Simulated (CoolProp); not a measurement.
Acetone along the isobar 66.9 bar: fugacity coefficient from the reference equation and from simpler models built on Tc = 235.0 °C, pc = 46.92 bar, ω = 0.307; each cubic takes its own stable root.

Values from CoolProp's reference Helmholtz-energy equation of state, Lemmon 2006. It is a short technical equation, of lower accuracy than the large ones.

| T (°C) | phase | reference |
|---|---|---|
| 9.35 | liquid | 0.002703 |
| 18.45 | liquid | 0.004114 |
| 27.45 | liquid | 0.006047 |
| 36.55 | liquid | 0.008678 |
| 45.65 | liquid | 0.01214 |
| 54.75 | liquid | 0.01660 |
| 63.75 | liquid | 0.02214 |
| 72.85 | liquid | 0.02906 |
| 81.95 | liquid | 0.03748 |
| 90.95 | liquid | 0.04742 |
| 100.05 | liquid | 0.05925 |
| 109.15 | liquid | 0.07301 |
| 118.25 | liquid | 0.08880 |
| 127.25 | liquid | 0.1065 |
| 136.35 | liquid | 0.1266 |
| 145.45 | liquid | 0.1489 |

Question: How far does each simpler model (van der Waals, Redlich-Kwong) lie from the reference over these 16 states: mean and median of the absolute difference, and the worst?

Answer: 
- van der Waals: mean 569.6 %, median 366.8 %, worst +1868.6 % at 9.35 °C and 66.9 bar
- Redlich-Kwong: mean 101.0 %, median 91.3 %, worst +193.9 % at 9.35 °C and 66.9 bar
